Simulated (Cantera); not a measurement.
A freely propagating, adiabatic, planar premixed flame of H₂ : O₂ : N₂ : H₂O = 1 : 0.238 : 0.895 : 0.067 (molar parts), equivalence ratio 2.1, unburnt at 700 K and 1.00 bar; mixture-averaged transport, grid criteria slope 0.08 and curve 0.16, no radiation.

Cantera simulation using the H2/O2 subset of GRI-Mech 3.0, which has no nitrogen chemistry; the numbers are that mechanism's predictions, not measurements. Burning velocities carry a grid error of a few per cent, more on coarse grids.

Question: How do the results move with these cheaper or finer settings: unity-Lewis-number transport; multicomponent transport; multicomponent+Soret transport; grid criteria slope 0.5, curve 1; grid criteria slope 0.25, curve 0.5; grid criteria slope 0.03, curve 0.06?

Answer: 
```csv
setting,laminar burning velocity,thermal thickness,peak x(OH),peak x(O),grid points
as above,1140 cm/s,0.476 mm,0.00550,0.00406,136
unity-Lewis-number transport,698 cm/s,0.410 mm,0.00549,0.00295,126
multicomponent transport,1110 cm/s,0.479 mm,0.00549,0.00397,136
multicomponent+Soret transport,1080 cm/s,0.472 mm,0.00548,0.00396,136
"grid criteria slope 0.5, curve 1",1540 cm/s,0.784 mm,0.00611,0.00339,47
"grid criteria slope 0.25, curve 0.5",1220 cm/s,0.554 mm,0.00585,0.00385,74
"grid criteria slope 0.03, curve 0.06",1120 cm/s,0.461 mm,0.00540,0.00412,308
```
Unity Lewis numbers drop preferential diffusion, which matters most where H2 and H carry the flame; Soret adds thermal diffusion.
